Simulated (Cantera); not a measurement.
Cantera run:

```python
import numpy as np
import cantera as ct

gas_names = """
    AL ALH ALN AL2 H H2 N NH NH2 NH3 N2 N2H2 N2H4
""".split()
cond_names = """
    AL(cr) AL(L) ALN(s)
""".split()


# ... load() reads the species with a 1 bar reference pressure and builds the phases ...
atoms = {
    'AlN': {'AL': 1, 'N': 1},
    'H2': {'H': 2},
}
top_T = {'ALN(s)': 2750}  # K; cautious upper limits of use, not melting points


# ... equilibrate(T, P, feed) seeds the gas with the atoms and calls Mixture.equilibrate('TP', solver="vcs", rtol=1e-11, max_steps=5000) ...
results = []
T = 2175  # K
P = 133.322  # Pa
for m in [0.012, 0.018, 0.029, 0.046, 0.072, 0.11, 0.18, 0.28, 0.45, 0.71]:
    feed = {'AlN': 1, 'H2': m}  # mol
    mix = equilibrate(T, P, feed)
    results.append((T, P, feed, dict(zip(mix.species_names, mix.species_moles))))

top = {s: max(r[3][s] / sum(r[3][g] for g in gas_names) for r in results) for s in gas_names}
cols = sorted((s for s in top if top[s] > 1e-05), key=lambda s: -top[s])[:6]
seen = [c for c in cond_names if any(r[3].get(c, 0) > 1e-12 for r in results)]
print("log10 of partial pressures in bar; condensed amounts in mol")
print(f"{'n(H2)':>10s}" + "".join(f"{s[:9]:>10s}" for s in cols + seen))
for T, P, feed, n in results:
    ng = sum(n[g] for g in gas_names)
    print(f"{feed['H2']:10.4g}" + "".join(f"{np.log10(max(n[s] / ng * P / 1e5, 1e-99)):10.3f}" for s in cols)
          + "".join(f"{n.get(c, 0):10.4g}" for c in seen))
```

It prints:

```
log10 of partial pressures in bar; condensed amounts in mol
     n(H2)        AL        N2        H2         H       ALH       AL2
     0.012    -3.057    -3.357    -5.307    -4.965    -6.417    -6.993
     0.018    -3.059    -3.360    -5.075    -4.849    -6.303    -6.998
     0.029    -3.063    -3.364    -4.817    -4.720    -6.178    -7.006
     0.046    -3.069    -3.369    -4.579    -4.601    -6.065    -7.017
     0.072    -3.077    -3.378    -4.360    -4.491    -5.964    -7.034
      0.11    -3.089    -3.389    -4.162    -4.393    -5.877    -7.058
      0.18    -3.110    -3.410    -3.946    -4.284    -5.789    -7.099
      0.28    -3.137    -3.437    -3.765    -4.194    -5.726    -7.154
      0.45    -3.179    -3.479    -3.587    -4.105    -5.680    -7.238
      0.71    -3.236    -3.536    -3.437    -4.030    -5.661    -7.352
```

These are equilibrium values from Cantera (NASA tables, ideal gas, pure condensed phases), not measurements of a reactor.
